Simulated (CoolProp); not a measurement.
Vapour-liquid equilibrium of ethanol (1) + n-octane (2) at 413 K; x and y are mole fractions of (1).

Values from CoolProp's multi-fluid Helmholtz-energy mixture model, Schroeder 2014 and Beckmüller 2019; pair parameters Bell 2016.

### Question
Give the bubble pressure and the first vapour's composition at x = 0.35, 0.575, 0.725. Is there an azeotrope?

### Answer
x = 0.35: 580.5 kPa, y = 0.765; x = 0.575: 649.6 kPa, y = 0.813; x = 0.725: 689.4 kPa, y = 0.852. No azeotrope shows between x = 0.05 and 0.95.

The pair parameters rest on a limited set of measurements; away from them the model extrapolates. With so large a gap from Raoult's law the liquid may split in two, which this calculation doesn't test in full.
